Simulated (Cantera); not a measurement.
**Equilibrium for silicon nitride deposition: trisilylamine + N2**

A closed system holds: 1 mol trisilylamine, 1.6 mol N2.

Cantera equilibrium calculation (NASA polynomials, part measured and part estimated; ideal gas, pure solids and liquids). Candidate condensed phases: Si, Si3N4; 18 gas species. The feed counts by its element totals alone. Mutual solubility and eutectic melting of coexisting phases are not modelled. The numbers say what is thermodynamically allowed, not how fast it happens.

Stable condensed phases:

```
T in °C \ P in Pa
              5     15     45    140    410   1200   3700  11000  33000 100000
   1500       A      A      A      A      A      A      B      B      C      C
   1400       A      A      A      A      B      B      B      C      C      C
   1300       A      A      A      B      B      C      C      C      C      C
   1200       A      B      B      C      C      C      C      C      C      C
   1100       B      C      C      C      C      C      C      C      C      C
   1000       C      C      C      C      C      C      C      C      C      C
    900       C      C      C      C      C      C      C      C      C      C
    800       C      C      C      C      C      C      C      C      C      C
    700       C      C      C      C      C      C      C      C      C      C
    600       C      C      C      C      C      C      C      C      C      C
    500       C      C      C      C      C      C      C      C      C      C
```

A: Si; B: Si + Si3N4; C: Si3N4.
